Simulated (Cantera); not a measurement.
Charge: 1 mol Al, 0.32 mol H2O, 0.083 mol O2, 0.011 mol I2, held at 13300 Pa.

Cantera equilibrium calculation (NASA polynomials, part measured and part estimated; ideal gas, pure solids and liquids). Candidate condensed phases: Al, AlI3, Al2O3, H2O, I2; 25 gas species. Mutual solubility and eutectic melting of coexisting phases are not modelled. Equilibrium is a limit: real reactors are often held back by kinetics, nucleation or transport.

### Question
Which condensed phases are stable at each of these points (T (°C)): 575, 625, 675, 725, 775, 825, 875?

### Answer
| T (°C) | condensed phases | Al condensed (%) |
|---|---|---|
| 575 | Al(s) + Al2O3(s) | 99.2 |
| 625 | Al(s) + Al2O3(s) | 99.2 |
| 675 | Al(l) + Al2O3(s) | 99.1 |
| 725 | Al(l) + Al2O3(s) | 98.8 |
| 775 | Al(l) + Al2O3(s) | 98.5 |
| 825 | Al(l) + Al2O3(s) | 98.2 |
| 875 | Al(l) + Al2O3(s) | 97.9 |

From 575 °C to 625 °C the condensed part is Al(s) + Al2O3(s). From 675 °C to 875 °C the condensed part is Al(l) + Al2O3(s).
